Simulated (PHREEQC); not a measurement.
Dissolve 1.8 mmol/kgw H2SO4, 67 mmol/kgw ZnSO4 and 1 mmol/kgw NiSO4 at 85 °C. Closed to the air; pH follows from the charge balance.

Model: ion-association model, wateq4f.dat, run in PHREEQC.

```csv
quantity,before,after
pH,3.25,2.85
SO4-2 (mol/kgw),0.0276,0.00493
HSO4- (mol/kgw),0.00290,0.00199
Ni+2 (mol/kgw),0.000584,0.000712
NiSO4 (mol/kgw),0.000416,0.000288
SI of Morenosite (NiSO4:7H2O),-3.85,-4.02
```

**Question.** Name the change that produced these shifts.
(A) ZnSO4 left out
(B) 0.047 mol/kgw NaAlO2 added
(C) temperature from 85 to 65 °C
(D) diluted 100-fold with water
(E) ZnSO4 from 0.067 to 0.0067 mol/kgw

**Answer.** E, ZnSO4 from 0.067 to 0.0067 mol/kgw

This is a speciation only: nothing precipitates in the calculation. At this temperature some constants are extrapolated from 25 °C, and those without enthalpy data are left unchanged.
